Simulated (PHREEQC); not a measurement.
Solution (90 °C): 0.0016 mol/kgw H3PO4 and 0.0022 mol/kgw NaOH. Closed to the air; pH follows from the charge balance.

Model: ion-association model, wateq4f.dat, run in PHREEQC.

Q: The ionic strength comes out as 0.00279 mol/kgw. What activity coefficients do Na+, NaHPO4-, HPO4-2, H2PO4-, OH- get?

A: Na+ 0.94, NaHPO4- 0.94, HPO4-2 0.77, H2PO4- 0.94, OH- 0.94.

This is a speciation only: nothing precipitates in the calculation. H3PO4, which wateq4f.dat lacks, is added to it with the constant of phreeqc.dat. Constants without temperature data keep their 25 °C values here.
